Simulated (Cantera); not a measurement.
Input (Python, Cantera):

```python
import numpy as np
import cantera as ct

surf = ct.Interface("ptcombust.yaml", "Pt_surf")
gas = surf.adjacent["gas"]
gas.TPX = 725, 100000, {'CO': 0.0091, 'O2': 0.089, 'N2': 0.79}
surf.TP = 725, 100000
reactor = ct.FlowReactor(gas, clone=False)
reactor.area = 0.0001  # m2
reactor.surface_area_to_volume_ratio = 440  # 1/m
reactor.mass_flow_rate = 2.1 * reactor.area * gas.density  # inlet velocity 2.1 m/s
reactor.energy_enabled = False
wall = ct.ReactorSurface(surf, reactor, clone=False)
net = ct.ReactorNet([reactor])
net.rtol, net.atol = 1e-8, 1e-16
show, cover = ['CO', 'O2', 'H2O', 'CO2'], ['PT(S)', 'H(S)', 'O(S)', 'OH(S)', 'CO(S)', 'C(S)']

rows = []
print(f"{'z/m':>9s}{'u/(m/s)':>9s}" + "".join(f"{s:>13s}" for s in show + cover))
for z in [0.0006, 0.0013, 0.0028, 0.006, 0.013, 0.028, 0.06]:
    net.advance(z)
    rows.append([reactor.speed, *gas[show].X, *surf[cover].coverages])
    print(f"{z:9.4g}{rows[-1][0]:9.3g}" + "".join(f"{x:13.4e}" for x in rows[-1][1:]))
```

It prints:

```
      z/m  u/(m/s)           CO           O2          H2O          CO2        PT(S)         H(S)         O(S)        OH(S)        CO(S)         C(S)
   0.0006      2.1   7.7371e-03   9.9079e-02  -6.8785e-29   2.5224e-03   1.2837e-01  -3.0545e-22   8.2597e-02  -6.2871e-18   7.8903e-01   6.1430e-13
   0.0013     2.09   5.2510e-03   9.7955e-02  -4.2728e-29   5.0213e-03   3.8339e-02  -6.2449e-25   9.5607e-01  -3.0607e-19   5.5951e-03   1.1239e-16
   0.0028     2.09   4.7614e-03   9.7733e-02  -3.7069e-30   5.5135e-03   2.7911e-02   2.1651e-25   9.6944e-01  -2.0315e-18   2.6530e-03   3.8263e-17
    0.006     2.09   4.1922e-03   9.7476e-02   2.5118e-29   6.0856e-03   2.2646e-02   2.1397e-26   9.7583e-01   1.7040e-20   1.5280e-03   1.7763e-17
    0.013     2.09   3.4647e-03   9.7147e-02   5.0550e-29   6.8168e-03   1.8979e-02   9.0754e-26   9.8014e-01   1.4023e-19   8.8319e-04   8.5667e-18
    0.028     2.09   2.5794e-03   9.6747e-02   1.2535e-29   7.7066e-03   1.6306e-02  -3.2714e-25   9.8321e-01   7.4603e-19   4.8389e-04   4.0199e-18
     0.06     2.09   1.5992e-03   9.6303e-02   4.7088e-29   8.6919e-03   1.4381e-02  -1.4742e-25   9.8539e-01   7.8469e-19   2.3285e-04   1.7023e-18
```

Model: Deutschmann's 1995 Pt surface mechanism with GRI-Mech 3.0 gas chemistry, integrated in Cantera. Catalytic surfaces can have several steady states; this one follows from the mechanism file's or the stated starting coverage. Mass transfer to the wall is taken as infinitely fast.
